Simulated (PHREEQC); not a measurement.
NH3 is added in steps, without added water, to 1 kg of water holding 0.075 mol/kgw HF, at 25 °C. Oxygen alone is held at its pressure in air (log pO2 = -0.68). The system is closed to CO2. Precipitation was switched off in this run.

Base run: PHREEQC, ion-association model, wateq4f.dat. Each further column changes one thing. The table gives HF2- (mol/kgw).

```
NH3 added (mol)      base  metal-ligand complexes left out  all activity coefficients set to 1  database phreeqc.dat  Davies equation for every ion
---------------  --------  -------------------------------  ----------------------------------  --------------------  -----------------------------
0                 0.00118                          0.00118                             0.00110               0.00162                        0.00119
0.01425           0.00250                          0.00250                             0.00244               0.00302                        0.00250
0.0285            0.00356                          0.00356                             0.00353               0.00407                        0.00356
0.04275           0.00378                          0.00378                             0.00376               0.00414                        0.00378
0.057             0.00292                          0.00292                                   ?               0.00305                        0.00292
0.07125          0.000791                         0.000791                                   ?              0.000789                       0.000790
0.0855            8.23e-8                          8.23e-8                                   ?                     ?                        8.39e-8
0.1045            2.93e-8                          2.93e-8                             3.74e-8               2.73e-8                        2.99e-8
0.1187            1.98e-8                          1.98e-8                             2.52e-8               1.84e-8                        2.01e-8
0.133             1.49e-8                          1.49e-8                             1.90e-8                     ?                        1.52e-8
0.1472            1.20e-8                          1.20e-8                             1.53e-8               1.11e-8                        1.22e-8
0.1615            1.00e-8                          1.00e-8                             1.28e-8               9.30e-9                        1.02e-8
0.1757            8.58e-9                          8.58e-9                             1.10e-8               7.98e-9                        8.74e-9
0.19              7.52e-9                          7.52e-9                             9.60e-9               7.00e-9                        7.66e-9
```

### Question
Fill in the missing entries.

### Answer

- 0.057, all activity coefficients set to 1: 0.00290
- 0.07125, all activity coefficients set to 1: 0.000783
- 0.0855, all activity coefficients set to 1: 1.05e-7
- 0.0855, database phreeqc.dat: 7.66e-8
- 0.133, database phreeqc.dat: 1.39e-8

wateq4f.dat counts part of the HF as a dimer, H2F2, which phreeqc.dat doesn't know; its constant is uncertain.  phreeqc.dat and wateq4f.dat share most of their constants, so their agreement is no independent check.
